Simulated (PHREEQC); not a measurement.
Make-up at 20 °C: 17 mmol/kgw CdSO4, 0.38 mmol/kgw NaCl and 3.7 mmol/kgw NiCl2. Closed to the air; pH follows from the charge balance.

The numbers come from PHREEQC with the ion-association model, wateq4f.dat.

| quantity | before | after |
|---|---|---|
| pH | 6.08 | 6.30 |
| ionic strength (mol/kgw) | 0.0477 | 0.0406 |
| Cl- (mol/kgw) | 0.00554 | 0.000262 |
| SI of Halite (NaCl) | -7.43 | -8.74 |

Task: Name the change that produced these shifts.
A) CdSO4 left out
B) NiCl2 left out
C) NiCl2 from 0.0037 to 0.00555 mol/kgw
D) CdSO4 from 0.017 to 0.0153 mol/kgw

Result: B, NiCl2 left out

No solid was allowed to form.
